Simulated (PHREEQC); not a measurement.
Consider water at 25 °C with 88 mmol/kgw CdCl2, 0.036 mmol/kgw MnCl2, 0.051 mmol/kgw CuCl2 and 33 mmol/kgw K2SO4. Closed to the air; pH follows from the charge balance.

All values are PHREEQC results (ion-association model with all activity coefficients set to 1, phreeqc.dat), not measurements.

No solid was allowed to form.

### Question
Estimate the pH.

### Answer
pH 5.50.

### Question
In which forms is Mn present?

### Answer
MnSO4 56 %, Mn+2 32 %, MnCl+ 12 % of the Mn.

Complexes and solids missing from the database can't appear.
